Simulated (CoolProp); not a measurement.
Isopentane along the isotherm 500 K: Z from the reference equation and from simpler models built on Tc = 460.3 K, pc = 33.78 bar, ω = 0.227; each cubic takes its own stable root.

The numbers come from the reference Helmholtz-energy equation of state, Lemmon 2006 in CoolProp. It is a short technical equation, of lower accuracy than the large ones.

| p (bar) | phase | reference | van der Waals | Peng-Robinson |
|---|---|---|---|---|
| 7.68 | gas | 0.9385 | 0.9423 | 0.9318 |
| 15.4 | gas | 0.8716 | 0.8779 | 0.8595 |
| 23 | gas | 0.7994 | 0.8055 | 0.7836 |
| 30.7 | gas | 0.7179 | 0.7178 | 0.7006 |
| 38.4 | supercritical | 0.6257 | 0.6028 | 0.6100 |
| 46.1 | supercritical | 0.5203 | 0.4539 | 0.5151 |
| 53.7 | supercritical | 0.4192 | 0.4183 | 0.4416 |
| 61.4 | supercritical | 0.3768 | 0.4333 | 0.4119 |
| 69.1 | supercritical | 0.3776 | 0.4591 | 0.4097 |
| 76.8 | supercritical | 0.3920 | 0.4887 | 0.4190 |
| 84.5 | supercritical | 0.4115 | 0.5200 | 0.4336 |
